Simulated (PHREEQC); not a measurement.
A solution holds 0.0046 mol/kgw NH4Cl and 9e-05 mol/kgw NH3, at 25 °C. Closed to the air; pH follows from the charge balance.

Computed with PHREEQC (ion-association model, phreeqc.dat).

This is a speciation only: nothing precipitates in the calculation.

Q: Predict the pH.

A: pH 7.57.

Q: In which forms is N present?

A: NH4+ 98 %, NH3 1.9 % of the N.

Complexes and solids missing from the database can't appear.
